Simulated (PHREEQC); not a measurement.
Solution (85 °C): 0.0083 mol/kgw HCl, 0.14 mol/kgw CuSO4 and 0.0038 mol/kgw MnSO4. It is in equilibrium with CO2 at log p = -3.4 (atm). Otherwise closed; pH follows from the charge balance.

Computed with PHREEQC (ion-association model, phreeqc.dat).

Each row changes one thing in this solution. This is a speciation only: nothing precipitates in the calculation.

```
case                                          pH  ionic strength (mol/kgw)  HSO4- (mol/kgw)  MnSO4 (mol/kgw)  Mn+2 (mol/kgw)  Cu2(OH)2+2 (mol/kgw)  SI of Rhodochrosite (MnCO3)
------------------------------------------  ----  ------------------------  ---------------  ---------------  --------------  --------------------  ---------------------------
as made                                     3.11                     0.278          0.00731          0.00234         0.00145               1.29e-5                        -7.71
HCl from 0.0083 to 0.00415 mol/kgw          3.41                     0.277          0.00375          0.00237         0.00143               5.14e-5                        -7.11
0.03 mol/kgw CO2 added                      3.11                     0.278          0.00731          0.00234         0.00145               1.29e-5                        -7.71
temperature from 85 to 35 °C                2.69                     0.286          0.00570          0.00186         0.00192               3.94e-8                        -8.25
HCl replaced by FeCl2 at the same molality  3.96                     0.287          0.00105          0.00235         0.00143              0.000601                        -6.01
temperature from 85 to 10 °C                2.56                     0.299          0.00482          0.00151         0.00227               1.90e-9                        -8.59
HCl left out                                3.96                     0.276          0.00110          0.00240         0.00140              0.000619                        -6.03
```

Constants without temperature data keep their 25 °C values here.
